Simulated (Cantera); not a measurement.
# Ignition delay

Mixture: CH4 : O2 : N2 : H2O = 1 : 1.82 : 8.18 : 0.59 (molar parts), at 1.00 atm, adiabatic and at constant volume. Ignition delay is the time to a rise of 400 K.

Computed with Cantera and GRI-Mech 3.0 (53 species, 325 reactions).

| T0 (K) | delay (ms) |
|---|---|
| 1150 | 125 |
| 1225 | 43.0 |
| 1300 | 15.8 |
| 1375 | 6.18 |
| 1450 | 2.57 |
| 1525 | 1.15 |
| 1600 | 0.556 |

```
Item                                                    Result
--------------------------------------------------  ----------
apparent activation energy between 1450 and 1600 K  200 kJ/mol
```
